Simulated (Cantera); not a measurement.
**Chemical vapour transport: Si + HCl + H₂**

A closed system holds: 1 mol Si, 0.054 mol HCl, 1.1 mol H₂, held at 0.830 bar.

Equilibrium computed with Cantera from the NASA thermochemical tables; the gas is ideal and each condensed phase is pure. Candidate condensed phases: Si; 19 gas species. The tables' values for SiCl₃ are old estimates; treat these amounts as uncertain. Kinetics and transport are ignored.

| T (K) | x H₂ | x HCl | x SiHCl₃ | x SiCl₄ | x SiCl₂ | x SiH₂Cl₂ | x SiCl₃ | n Si(s) |
|---|---|---|---|---|---|---|---|---|
| 750 | 0.986 | 0.000360 | 0.00734 | 0.00593 | 1.14e-7 | 0.000667 | 1.91e-6 | 0.984 |
| 800 | 0.985 | 0.000737 | 0.00718 | 0.00594 | 5.65e-7 | 0.000701 | 5.49e-6 | 0.984 |
| 850 | 0.985 | 0.00138 | 0.00698 | 0.00590 | 2.30e-6 | 0.000727 | 1.38e-5 | 0.984 |
| 900 | 0.984 | 0.00240 | 0.00675 | 0.00579 | 7.94e-6 | 0.000746 | 3.11e-5 | 0.985 |
| 950 | 0.983 | 0.00391 | 0.00645 | 0.00559 | 2.38e-5 | 0.000755 | 6.31e-5 | 0.985 |
| 1000 | 0.982 | 0.00602 | 0.00607 | 0.00528 | 6.27e-5 | 0.000752 | 0.000117 | 0.986 |
| 1050 | 0.980 | 0.00881 | 0.00559 | 0.00484 | 0.000148 | 0.000736 | 0.000199 | 0.987 |
| 1100 | 0.977 | 0.0123 | 0.00499 | 0.00425 | 0.000314 | 0.000703 | 0.000310 | 0.988 |
| 1150 | 0.974 | 0.0163 | 0.00428 | 0.00354 | 0.000603 | 0.000651 | 0.000442 | 0.989 |
| 1200 | 0.971 | 0.0207 | 0.00348 | 0.00274 | 0.00105 | 0.000580 | 0.000571 | 0.990 |
| 1250 | 0.967 | 0.0251 | 0.00264 | 0.00193 | 0.00164 | 0.000493 | 0.000665 | 0.992 |
| 1300 | 0.965 | 0.0290 | 0.00186 | 0.00122 | 0.00232 | 0.000397 | 0.000692 | 0.993 |
x: gas mole fraction; n: condensed amount in mol.

From 750 K to 1300 K the condensed part is Si(s). The main Si-bearing gas is SiHCl₃ at 750 K and SiCl₂ at 1300 K.
